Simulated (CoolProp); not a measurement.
Sulfur dioxide at 293.15 K and 0.249 MPa is throttled through a valve to 0.105 MPa with no heat exchange. Each further row changes one setting.

Computed with CoolProp (reference Helmholtz-energy equation of state, Gao 2016).

| case | temperature change (K) | final density (kg/m³) |
|---|---|---|
| as stated | -6.0 | 2.88 |
| outlet pressure 0.0315 MPa | -9.3 | 0.860 |
| outlet pressure 0.137 MPa | -4.7 | 3.76 |
